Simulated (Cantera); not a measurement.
A perfectly stirred reactor is fed with 1.19 % CH₄, 1.55 % C₂H₆, 0.143 % C₃H₈, 9.25 % O₂, 87.9 % N₂, equivalence ratio 0.92, at 5.50 bar; it is adiabatic with a 548 K inlet, and is followed from long to short residence time, starting on the burning branch (τ in s: 0.043, 0.022, 0.011, 0.0055, 0.0028, 0.0014, 0.00069, 0.00035, 0.00018, 8.8e-05, 4.4e-05, 2.2e-05).

Detailed kinetics in Cantera: GRI-Mech 3.0 (53 species, 325 reactions).

Predict: blow-out, bracketed by the residence times tried; x(CH₄) at τ = 43.0 ms; x(C₂H₆) at τ = 43.0 ms; x(C₃H₈) at τ = 43.0 ms; x(NO₂) at τ = 43.0 ms; x(HCN) at τ = 43.0 ms; x(CH₄) at τ = 0.690 ms; x(C₂H₆) at τ = 0.690 ms; x(C₃H₈) at τ = 0.690 ms.


* **blow-out, bracketed by the residence times tried**: burning at 2.80 ms, out at 1.40 ms
* **x(CH₄) at τ = 43.0 ms**: 7.97e-6
* **x(C₂H₆) at τ = 43.0 ms**: 2.35e-6
* **x(C₃H₈) at τ = 43.0 ms**: 2.32e-7
* **x(NO₂) at τ = 43.0 ms**: 3.18e-8
* **x(HCN) at τ = 43.0 ms**: 4.74e-8
* **x(CH₄) at τ = 0.690 ms**: 0.0119
* **x(C₂H₆) at τ = 0.690 ms**: 0.0155
* **x(C₃H₈) at τ = 0.690 ms**: 0.00143
